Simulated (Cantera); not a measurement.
A closed system holds: 1 mol Si, 1.1 mol H₂O, 58 mol H₂, at 1702 °C and 1.00 mbar.

Cantera equilibrium calculation (NASA polynomials, part measured and part estimated; ideal gas, pure solids and liquids). Candidate condensed phases: H₂O, Si, SiO₂; 18 gas species. Kinetics and transport are ignored.

Base state: H₂ 0.940, H 0.0420, SiO 0.0163, H₂O 0.00162 (mole fractions); condensed: gas only.

What changes in the equilibrium state with this change: pressure from 1.00 mbar to 4.70 mbar?


| species | before | after |
|---|---|---|
| H₂ | 0.940 | 0.962 |
| H | 0.0420 | 0.0196 |
| SiO | 0.0163 | 0.0165 |
| H₂O | 0.00162 | 0.00164 |

What changes in the equilibrium state with this change: temperature from 1702 °C to 977 °C?


```csv
species,before,after
H₂,0.940,0.998
SiO,0.0163,0.00213
H,0.0420,1.53e-5
H₂O,0.00162,1.30e-7
"Si(s), mol",0,0.387
"SiO₂(β-quartz), mol",0,0.487
```
Mutual solubility and eutectic melting of coexisting phases are not modelled. The tables hold silica as quartz up to 1696 K and as liquid above; real silica turns to tridymite and cristobalite and melts near 1996 K.
